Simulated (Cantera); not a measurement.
A Cantera script and what it prints.

```python
import numpy as np
import cantera as ct

gas_names = """
    CL CL2 N N2 Si SiCL SiCL2 SiCL3 SiCL4 SiN Si2 Si2N Si3
""".split()
cond_names = """
    Si(cr) Si(L) Si3N4(a)
""".split()


# ... load() reads the species with a 1 bar reference pressure and builds the phases ...
atoms = {
    'Si2Cl6': {'Si': 2, 'CL': 6},
    'N2': {'N': 2},
}
top_T = {'Si3N4(a)': 2400}  # K; cautious upper limits of use, not melting points


# ... equilibrate(T, P, feed) seeds the gas with the atoms and calls Mixture.equilibrate('TP', solver="vcs", rtol=1e-11, max_steps=5000) ...
results = []
feed = {'Si2Cl6': 1, 'N2': 81}  # mol
for P in [100, 300, 880, 2600, 7700, 23000, 68000, 200000]:
    for T in [875, 925, 975, 1025, 1075, 1125, 1175, 1225, 1275, 1325, 1375, 1425, 1475, 1525]:
        mix = equilibrate(T, P, feed)
        results.append((T, P, feed, dict(zip(mix.species_names, mix.species_moles))))

for T, P, feed, n in results:
    print(f"{T:7g} {P:10.4g}  " + (" + ".join(c for c in cond_names if n.get(c, 0) > 1e-12) or "gas only"))
```

Result:

```
    875        100  Si3N4(a)
    925        100  Si3N4(a)
    975        100  Si3N4(a)
   1025        100  Si3N4(a)
   1075        100  Si3N4(a)
   1125        100  Si3N4(a)
   1175        100  Si3N4(a)
   1225        100  Si3N4(a)
   1275        100  Si3N4(a)
   1325        100  gas only
   1375        100  gas only
   1425        100  gas only
   1475        100  gas only
   1525        100  gas only
    875        300  Si3N4(a)
    925        300  Si3N4(a)
    975        300  Si3N4(a)
   1025        300  Si3N4(a)
   1075        300  Si3N4(a)
   1125        300  Si3N4(a)
   1175        300  Si3N4(a)
   1225        300  Si3N4(a)
   1275        300  Si3N4(a)
   1325        300  Si3N4(a)
   1375        300  gas only
   1425        300  gas only
   1475        300  gas only
   1525        300  gas only
    875        880  Si3N4(a)
    925        880  Si3N4(a)
    975        880  Si3N4(a)
   1025        880  Si3N4(a)
   1075        880  Si3N4(a)
   1125        880  Si3N4(a)
   1175        880  Si3N4(a)
   1225        880  Si3N4(a)
   1275        880  Si3N4(a)
   1325        880  Si3N4(a)
   1375        880  gas only
   1425        880  gas only
   1475        880  gas only
   1525        880  gas only
    875       2600  Si3N4(a)
    925       2600  Si3N4(a)
    975       2600  Si3N4(a)
   1025       2600  Si3N4(a)
   1075       2600  Si3N4(a)
   1125       2600  Si3N4(a)
   1175       2600  Si3N4(a)
   1225       2600  Si3N4(a)
   1275       2600  Si3N4(a)
   1325       2600  Si3N4(a)
   1375       2600  Si3N4(a)
   1425       2600  Si3N4(a)
   1475       2600  gas only
   1525       2600  gas only
    875       7700  Si3N4(a)
    925       7700  Si3N4(a)
    975       7700  Si3N4(a)
   1025       7700  Si3N4(a)
   1075       7700  Si3N4(a)
   1125       7700  Si3N4(a)
   1175       7700  Si3N4(a)
   1225       7700  Si3N4(a)
   1275       7700  Si3N4(a)
   1325       7700  Si3N4(a)
   1375       7700  Si3N4(a)
   1425       7700  Si3N4(a)
   1475       7700  Si3N4(a)
   1525       7700  gas only
    875    2.3e+04  Si3N4(a)
    925    2.3e+04  Si3N4(a)
    975    2.3e+04  Si3N4(a)
   1025    2.3e+04  Si3N4(a)
   1075    2.3e+04  Si3N4(a)
   1125    2.3e+04  Si3N4(a)
   1175    2.3e+04  Si3N4(a)
   1225    2.3e+04  Si3N4(a)
   1275    2.3e+04  Si3N4(a)
   1325    2.3e+04  Si3N4(a)
   1375    2.3e+04  Si3N4(a)
   1425    2.3e+04  Si3N4(a)
   1475    2.3e+04  Si3N4(a)
   1525    2.3e+04  Si3N4(a)
    875    6.8e+04  Si3N4(a)
    925    6.8e+04  Si3N4(a)
    975    6.8e+04  Si3N4(a)
   1025    6.8e+04  Si3N4(a)
   1075    6.8e+04  Si3N4(a)
   1125    6.8e+04  Si3N4(a)
   1175    6.8e+04  Si3N4(a)
   1225    6.8e+04  Si3N4(a)
   1275    6.8e+04  Si3N4(a)
   1325    6.8e+04  Si3N4(a)
   1375    6.8e+04  Si3N4(a)
   1425    6.8e+04  Si3N4(a)
   1475    6.8e+04  Si3N4(a)
   1525    6.8e+04  Si3N4(a)
    875      2e+05  Si3N4(a)
    925      2e+05  Si3N4(a)
    975      2e+05  Si3N4(a)
   1025      2e+05  Si3N4(a)
   1075      2e+05  Si3N4(a)
   1125      2e+05  Si3N4(a)
   1175      2e+05  Si3N4(a)
   1225      2e+05  Si3N4(a)
   1275      2e+05  Si3N4(a)
   1325      2e+05  Si3N4(a)
   1375      2e+05  Si3N4(a)
   1425      2e+05  Si3N4(a)
   1475      2e+05  Si3N4(a)
   1525      2e+05  Si3N4(a)
```

Equilibrium computed with Cantera from the NASA thermochemical tables; the gas is ideal and each condensed phase is pure. The feed counts by its element totals alone. N2 is the only nitrogen source here; it is nearly inert below about 1500 K, so the nitride shown seldom forms there in practice. The tables' values for SiCl3 are old estimates.
